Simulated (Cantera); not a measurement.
Feed: 1 mol CsF, 11 mol H₂O, 1.2 mol N₂, held at 85.0 Pa.

These are equilibrium values from Cantera (NASA tables, ideal gas, pure condensed phases), not measurements of a reactor. Candidate condensed phases: Cs, CsF, CsOH, H₂O; 48 gas species. Kinetics and transport are ignored.

### Question
At 1798 K, list the 5 most abundant gas species with their mole fractions, and the condensed phases.

### Answer
H₂O 0.773, N₂ 0.0890, CsF 0.0416, HF 0.0327, CsOH 0.0197. Condensed: gas only.
